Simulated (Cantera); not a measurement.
A perfectly stirred reactor is fed with 24.8 % C₂H₆, 72.0 % N₂, 3.23 % H₂O, at 0.000790 bar; it is held at 1300 K, and followed from long to short residence time.

Cantera simulation using GRI-Mech 3.0 (53 species, 325 reactions); the numbers are that mechanism's predictions, not measurements. GRI-Mech 3.0 stops at C3 and has no aromatics, soot or wall deposition, so with more carbon than oxygen in the feed, carbon stays in small species such as C2H2 where larger ones or solid carbon would form. Radical loss at walls, strong at low pressure, is not modelled.

x: mole fraction; the columns are a selection and need not sum to one.

| τ (s) | x C₂H₆ | x CH₄ | x CH₂ | x C₂H₂ | x HCN |
|---|---|---|---|---|---|
| 6.1 | 0.00781 | 0.0943 | 2.42e-7 | 0.0945 | 1.28e-8 |
| 2.1 | 0.0203 | 0.0963 | 4.40e-7 | 0.0643 | 9.69e-9 |
| 0.74 | … | … | … | … | … |
| 0.26 | … | … | … | … | … |
| 0.090 | 0.180 | 0.0190 | 9.00e-7 | 0.00228 | 2.58e-9 |
| 0.031 | 0.229 | 0.00376 | 4.23e-7 | 0.000139 | 7.74e-10 |
| 0.011 | 0.245 | 0.000543 | 9.87e-8 | 2.99e-6 | 5.91e-11 |
| 0.0038 | 0.248 | 7.65e-5 | 1.37e-8 | 1.86e-8 | <1e-12 |
| 0.0013 | 0.248 | 1.00e-5 | 1.19e-9 | 7.13e-11 | <1e-12 |

Q: Complete the blanks.

A: 
- 0.74, x C₂H₆: 0.0493
- 0.74, x CH₄: 0.0826
- 0.74, x CH₂: 7.35e-7
- 0.74, x C₂H₂: 0.0345
- 0.74, x HCN: 7.18e-9
- 0.26, x C₂H₆: 0.106
- 0.26, x CH₄: 0.0514
- 0.26, x CH₂: 9.88e-7
- 0.26, x C₂H₂: 0.0126
- 0.26, x HCN: 4.74e-9
